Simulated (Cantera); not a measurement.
What does this Cantera script print?

```python
import numpy as np
import cantera as ct

surf = ct.Interface("diamond.yaml", "diamond_100")
gas, bulk = surf.adjacent["gas"], surf.adjacent["diamond"]
k = surf.kinetics_species_index(bulk.species_names[0])
cover = ["c6HH", "c6H*", "c6*H", "c6**", "c6HM", "c6B"]

rows, drift = [], 0.0
print(f"{'T':>10s}{'um/h':>11s}" + "".join(f"{s:>11s}" for s in cover))
for v in [950, 1025, 1100, 1175, 1250, 1325, 1400]:
    T, P, xH, xCH3 = v, 3000, 0.0067, 0.0011
    gas.TPX = T, P, {"H": xH, "CH3": xCH3, "CH4": 0.025, "H2": 1 - xH - xCH3 - 0.025}
    surf.TP = bulk.TP = T, P
    surf.coverages = "c6H*:0.1, c6HH:0.9"
    surf.advance_coverages(100.0)
    before = surf.coverages
    surf.advance_coverages(100.0)
    drift = max(drift, np.max(np.abs(surf.coverages - before) / (surf.coverages + 1e-9)))
    rate = surf.net_production_rates[k] * bulk.mean_molecular_weight / bulk.density * 3.6e9
    rows.append([rate, *surf[cover].coverages])
    print(f"{v:10.4g}{rate:11.4e}" + "".join(f"{x:11.3e}" for x in rows[-1][1:]))
```

Output:

```
         T       um/h       c6HH       c6H*       c6*H       c6**       c6HM        c6B
       950 1.1703e+01  5.651e-01  1.239e-02  2.934e-01  5.629e-03  9.463e-02  3.176e-08
      1025 1.6065e+01  5.223e-01  1.864e-02  3.555e-01  1.003e-02  6.638e-02  4.359e-08
      1100 1.6816e+01  4.839e-01  2.623e-02  4.150e-01  1.644e-02  3.818e-02  4.563e-08
      1175 1.1647e+01  4.474e-01  3.482e-02  4.680e-01  2.498e-02  1.437e-02  3.160e-08
      1250 7.2701e+00  4.077e-01  4.338e-02  5.050e-01  3.502e-02  3.860e-03  1.973e-08
      1325 6.2587e+00  3.698e-01  5.154e-02  5.282e-01  4.610e-02  9.493e-04  1.698e-08
      1400 6.0181e+00  3.371e-01  5.932e-02  5.426e-01  5.812e-02  2.316e-04  1.633e-08
```

Computed with Cantera and the Harris–Goodwin 1993 mechanism for the reconstructed diamond (100) surface.
